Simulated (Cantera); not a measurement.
A closed system holds: 1 mol Fe3O4, 1.8 mol H2O, a varied amount of H2, held at 1673.15 K and 7.50 Torr.

Equilibrium computed with Cantera from the NASA thermochemical tables; the gas is ideal and each condensed phase is pure. Candidate condensed phases: Fe, FeO, Fe(OH)2, Fe(OH)3, Fe2O3, Fe3O4, H2O; 12 gas species. Mutual solubility and eutectic melting of coexisting phases are not modelled. The tables' stoichiometric FeO is somewhat more stable than real wüstite, so its field is too wide. FeO: taken at fixed stoichiometry. Equilibrium is a limit: real reactors are often held back by kinetics, nucleation or transport.

Task: At 0.43 mol H2, list the 4 most abundant gas species with their mole fractions, and the condensed phases.

Result: H2O 0.986, H2 0.0133, OH 0.000469, H 0.000132. Condensed: FeO(l) + Fe3O4(s).
